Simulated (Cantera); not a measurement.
A Cantera script and its output.

```python
import numpy as np
import cantera as ct

gas = ct.Solution("gri30.yaml")
gas.TPX = 1623, 96000, {'C2H4': 1, 'O2': 2, 'N2': 7.52, 'H2O': 2.9}
reactor = ct.IdealGasReactor(gas, energy="on", clone=False)
net = ct.ReactorNet([reactor])
net.rtol, net.atol = 1e-08, 1e-16
show = ['C2H4', 'O2', 'H2O', 'HO2', 'H', 'NO']
times = np.geomspace(4e-06, 0.3, 14)

steps = ct.SolutionArray(gas, extra=["t"])
rows = []
print(f"{'t/s':>10s}{'T/K':>9s}{'P/Pa':>11s}" + "".join(f"{s:>11s}" for s in show))
for t in times:
    while net.time < t:
        t_next = net.step()
        steps.append(gas.state, t=t_next)
    rows.append([np.interp(t, steps.t, y) for y in (steps.T, steps.P, *steps(*show).X.T)])
    print(f"{t:10.3e}{rows[-1][0]:9.1f}{rows[-1][1]:11.4g}" + "".join(f"{x:11.3e}" for x in rows[-1][2:]))
rate = np.gradient(steps.T, steps.t)
print("integrator steps:", len(steps.t))
if steps.T.max() > steps.T[0] + 200:
    print(f"time of steepest temperature rise: {steps.t[rate.argmax()]:.4e} s")
gas.TPX = 1623, 96000, {'C2H4': 1, 'O2': 2, 'N2': 7.52, 'H2O': 2.9}
gas.equilibrate("UV")
print(f"equilibrium (UV): T = {gas.T:.1f} K  " + "  ".join(f"{s} {gas[s].X[0]:.3e}" for s in show))
```

Result:

```
       t/s      T/K       P/Pa       C2H4         O2        H2O        HO2          H         NO
 4.000e-06   1622.9  9.599e+04  7.448e-02  1.490e-01  2.161e-01  1.532e-06  1.118e-06  1.853e-14
 9.486e-06   1623.0  9.605e+04  7.371e-02  1.484e-01  2.161e-01  1.373e-04  1.059e-04  4.136e-12
 2.249e-05   2679.3  1.771e+05  5.114e-11  1.077e-02  2.442e-01  5.228e-06  2.236e-02  7.977e-05
 5.334e-05   2788.8  1.831e+05  8.416e-21  6.456e-03  2.431e-01  4.021e-06  2.054e-02  2.582e-04
 1.265e-04   2838.3  1.856e+05  1.471e-20  5.453e-03  2.472e-01  3.705e-06  1.791e-02  6.656e-04
 3.000e-04   2839.9  1.857e+05  1.590e-20  5.221e-03  2.475e-01  3.580e-06  1.759e-02  1.559e-03
 7.114e-04   2835.4  1.854e+05  1.667e-20  4.965e-03  2.473e-01  3.414e-06  1.740e-02  3.088e-03
 1.687e-03   2831.5  1.852e+05  1.735e-20  4.755e-03  2.471e-01  3.276e-06  1.724e-02  4.381e-03
 4.000e-03   2830.7  1.851e+05  1.747e-20  4.717e-03  2.470e-01  3.251e-06  1.721e-02  4.617e-03
 9.486e-03   2830.7  1.851e+05  1.747e-20  4.717e-03  2.470e-01  3.251e-06  1.721e-02  4.619e-03
 2.250e-02   2830.7  1.851e+05  1.747e-20  4.717e-03  2.470e-01  3.251e-06  1.721e-02  4.619e-03
 5.335e-02   2830.7  1.851e+05  1.747e-20  4.717e-03  2.470e-01  3.251e-06  1.721e-02  4.619e-03
 1.265e-01   2830.7  1.851e+05  1.747e-20  4.717e-03  2.470e-01  3.251e-06  1.721e-02  4.619e-03
 3.000e-01   2830.7  1.851e+05  1.747e-20  4.717e-03  2.470e-01  3.251e-06  1.721e-02  4.619e-03
integrator steps: 1504
time of steepest temperature rise: 1.9108e-05 s
equilibrium (UV): T = 2830.7 K  C2H4 1.887e-20  O2 4.717e-03  H2O 2.470e-01  HO2 3.251e-06  H 1.721e-02  NO 4.619e-03
```

Model: GRI-Mech 3.0 (53 species, 325 reactions), integrated in Cantera. GRI-Mech 3.0 was tuned for natural gas; its chemistry of ethylene as a main component is partial and can be far from experiment.
